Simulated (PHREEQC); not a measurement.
A PHREEQC input (ion-association model, wateq4f.dat):

```
SOLUTION 1
  temp 27
  units M
  pH 6.62
  pe 10.6
  Na 60.3
  K 75.4
  Ca 37.5
  Mg 54
  Cl 60.7
  S(6) 172 as SO4
  Alkalinity 334 as HCO3
  Ba 2.75
  Si 3.74 as SiO2
  B 0.924
END
USE solution 1
EQUILIBRIUM_PHASES 1
  Gypsum 0 0
  Chalcedony 0 0
  CO2(g) -2 10
END
```

It stops with these messages:

```
ERROR: Calculations terminating due to input errors.
```

The fault: a unit that the program doesn't know. The line should read `units mg/L` where the input has `units M`. With the mend the run ends at pH 7.51 and ionic strength 0.0141 mol/kgw.
